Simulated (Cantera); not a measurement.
Input: 1 mol Si, 0.024 mol CO2, 3.2 mol N2, equilibrated at 1.00 bar.

Method: chemical equilibrium by Gibbs-energy minimisation in Cantera with the NASA 1993 tables (ideal gas, pure condensed phases). Candidate condensed phases: C, Si, SiC, SiO2, Si2N2O, Si3N4; 34 gas species. N2 is the only nitrogen source here; it is nearly inert below about 1500 K, so the nitride shown seldom forms there in practice. Mutual solubility and eutectic melting of coexisting phases are not modelled. The numbers say what is thermodynamically allowed, not how fast it happens.

x: gas mole fraction; n: condensed amount in mol.

| T (K) | x N2 | x CO | x SiO | x Si | x SiN | x Si2N | x Si2C | n C(graphite) | n Si2N2O(s) | n Si3N4(s) | n SiC(s) |
|---|---|---|---|---|---|---|---|---|---|---|---|
| 1098 | 1.00 | 5.73e-9 | <1e-12 | <1e-12 | <1e-12 | <1e-12 | <1e-12 | 0.0240 | 0.0480 | 0.301 | 0 |
| 1198 | 1.00 | 1.17e-7 | <1e-12 | <1e-12 | <1e-12 | <1e-12 | <1e-12 | 0.0240 | 0.0480 | 0.301 | 0 |
| 1298 | 1.000 | 1.49e-6 | 2.27e-11 | <1e-12 | <1e-12 | <1e-12 | <1e-12 | 0.0240 | 0.0480 | 0.301 | 0 |
| 1398 | 1.000 | 1.31e-5 | 1.06e-9 | <1e-12 | <1e-12 | <1e-12 | <1e-12 | 0.0240 | 0.0480 | 0.301 | 0 |
| 1498 | 1.000 | 8.59e-5 | 2.94e-8 | ___ | 1.66e-11 | <1e-12 | <1e-12 | 0.0238 | 0.0478 | 0.301 | 0 |
| 1598 | 1.000 | 0.000442 | 5.33e-7 | ___ | 3.55e-10 | 2.60e-12 | <1e-12 | 0.0229 | 0.0469 | 0.302 | 0 |
| 1698 | 0.998 | 0.00187 | 6.81e-6 | ___ | 5.26e-9 | 1.25e-10 | 4.60e-11 | 0.0192 | 0.0432 | 0.305 | 0 |
| 1798 | 0.996 | 0.00383 | 6.50e-5 | ___ | 5.74e-8 | 3.87e-9 | 1.36e-9 | 0 | 0.0380 | 0.303 | 0.0142 |
| 1898 | 0.993 | 0.00657 | 0.000486 | ___ | 4.84e-7 | 8.25e-8 | 2.51e-8 | 0 | 0.0299 | 0.311 | 0.00713 |
| 1998 | 0.988 | 0.00932 | 0.00295 | ___ | 3.29e-6 | 1.29e-6 | 3.01e-7 | 0 | 0.0164 | 0.320 | 0 |

Task: Complete the blanks.

Result: 
- 1498, x Si: 1.28e-11
- 1598, x Si: 4.09e-10
- 1698, x Si: 8.63e-9
- 1798, x Si: 1.29e-7
- 1898, x Si: 1.44e-6
- 1998, x Si: 1.26e-5
